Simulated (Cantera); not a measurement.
A perfectly stirred reactor is fed with CH4 : C2H6 : O2 : N2 = 1 : 0.4 : 3.09 : 17.6 (molar parts), equivalence ratio 1.1, at 12.0 bar; it is adiabatic with a 723 K inlet, and is followed from long to short residence time, starting on the burning branch (τ in s: 0.37, 0.15, 0.057, 0.022, 0.0087, 0.0034, 0.0013, 0.00052, 0.00021, 8e-05, 3.1e-05).

Detailed kinetics in Cantera: GRI-Mech 3.0 (53 species, 325 reactions). The pressure lies above the range GRI-Mech 3.0 was tuned for (to about 10 atm).

Question: What does this change do: N2 17.6 to 12 parts?

Answer: 
```
quantity                                                                      before                                   after
------------------------------------------------  ----------------------------------  --------------------------------------
blow-out, bracketed by the residence times tried  burning at 80.0 µs, out at 31.0 µs  burning at 31.0 µs, the shortest tried
x(CH4) at τ = 0.370 s                                                        3.97e-6                                 1.26e-7
x(C2H6) at τ = 0.370 s                                                       1.27e-8                                 1.95e-9
x(O2) at τ = 0.370 s                                                         3.23e-5                                0.000747
x(C2H) at τ = 0.370 s                                                       3.09e-10                                1.29e-10
x(O) at τ = 0.370 s                                                          2.76e-6                                0.000112
x(CH4) at τ = 3.40 ms                                                        4.16e-5                                 9.67e-6
x(C2H6) at τ = 3.40 ms                                                       9.20e-7                                 2.04e-7
x(O2) at τ = 3.40 ms                                                        0.000657                                 0.00130
x(C2H) at τ = 3.40 ms                                                        2.34e-8                                 1.29e-8
x(O) at τ = 3.40 ms                                                          3.24e-5                                0.000168
```

Question: What does this change do: C2H6 0.4 to 0.29 parts?

Answer: 
| quantity | before | after |
|---|---|---|
| blow-out, bracketed by the residence times tried | burning at 80.0 µs, out at 31.0 µs | burning at 80.0 µs, out at 31.0 µs |
| x(CH4) at τ = 0.370 s | 3.97e-6 | 3.00e-7 |
| x(C2H6) at τ = 0.370 s | 1.27e-8 | 6.34e-9 |
| x(O2) at τ = 0.370 s | 3.23e-5 | 0.00372 |
| x(C2H) at τ = 0.370 s | 3.09e-10 | 1.28e-10 |
| x(O) at τ = 0.370 s | 2.76e-6 | 3.89e-5 |
| x(CH4) at τ = 3.40 ms | 4.16e-5 | 1.52e-5 |
| x(C2H6) at τ = 3.40 ms | 9.20e-7 | 5.64e-7 |
| x(O2) at τ = 3.40 ms | 0.000657 | 0.00568 |
| x(C2H) at τ = 3.40 ms | 2.34e-8 | 1.03e-8 |
| x(O) at τ = 3.40 ms | 3.24e-5 | 0.000107 |
